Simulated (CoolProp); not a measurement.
Octamethyltrisiloxane (MDM) along the isotherm 301.85 °C: Z from the reference equation and from simpler models built on Tc = 292.2 °C, pc = 1.438 MPa, ω = 0.528; each cubic takes its own stable root.

The numbers come from the reference Helmholtz-energy equation of state, Thol 2017 in CoolProp.

| p (MPa) | phase | reference |
|---|---|---|
| 0.00682 | gas | 0.9985 |
| 0.0106 | gas | 0.9977 |
| 0.0165 | gas | 0.9964 |
| 0.0257 | gas | 0.9944 |
| 0.0401 | gas | 0.9912 |
| 0.0624 | gas | 0.9863 |
| 0.0972 | gas | 0.9786 |
| 0.151 | gas | 0.9664 |
| 0.236 | gas | 0.9466 |
| 0.367 | gas | 0.9147 |
| 0.571 | gas | 0.8612 |
| 0.889 | gas | 0.7647 |
| 1.38 | gas | 0.5513 |
| 2.16 | supercritical | 0.2610 |

Task: How far does each simpler model (van der Waals, Redlich-Kwong, Soave-Redlich-Kwong, Peng-Robinson) lie from the reference over these 14 states: mean and median of the absolute difference, and the worst?

Result: 
- van der Waals: mean 3.4 %, median 0.2 %, worst +36.5 % at 301.85 °C and 2.16 MPa
- Redlich-Kwong: mean 1.3 %, median 0.1 %, worst +16.1 % at 301.85 °C and 2.16 MPa
- Soave-Redlich-Kwong: mean 1.8 %, median 0.0 %, worst +20.1 % at 301.85 °C and 2.16 MPa
- Peng-Robinson: mean 1.2 %, median 0.4 %, worst +9.2 % at 301.85 °C and 2.16 MPa
